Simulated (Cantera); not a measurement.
A closed system holds: 1 mol SiCl4, 3.9 mol HCl, a varied amount of H2, at 825 °C and 82000 Pa.

Equilibrium computed with Cantera from the NASA thermochemical tables; the gas is ideal and each condensed phase is pure. Candidate condensed phases: Si; 19 gas species. The tables' values for SiCl3 are old estimates; treat these amounts as uncertain. Kinetics and transport are ignored.

x: gas mole fraction; nothing condenses.

```csv
n(H2) (mol),x H2,x HCl,x SiCl4,x SiHCl3,x SiCl3,x SiH2Cl2,x SiCl2
14,0.738,0.209,0.0501,0.00258,0.000182,1.58e-5,9.23e-6
17,0.773,0.181,0.0428,0.00266,0.000183,1.98e-5,1.10e-5
21,0.808,0.154,0.0357,0.00273,0.000184,2.51e-5,1.33e-5
25,0.833,…,…,0.00277,0.000184,…,…
31,0.860,0.112,0.0248,0.00279,0.000182,3.74e-5,1.87e-5
37,0.880,0.0962,0.0208,0.00278,0.000179,4.43e-5,2.17e-5
45,0.899,0.0812,0.0170,0.00275,0.000175,5.30e-5,2.53e-5
54,0.914,0.0693,0.0140,0.00269,0.000171,6.20e-5,2.92e-5
65,0.927,0.0588,0.0114,0.00262,0.000165,7.20e-5,3.34e-5
79,0.939,…,…,0.00252,0.000158,…,…
96,0.949,0.0415,0.00722,0.00240,0.000149,9.58e-5,4.34e-5
```

Question: Fill in the missing entries.

Answer: 
- 79, x HCl: 0.0494
- 79, x SiCl4: 0.00911
- 79, x SiH2Cl2: 8.35e-5
- 79, x SiCl2: 3.83e-5
- 25, x HCl: 0.133
- 25, x SiCl4: 0.0304
- 25, x SiH2Cl2: 3.01e-5
- 25, x SiCl2: 1.55e-5
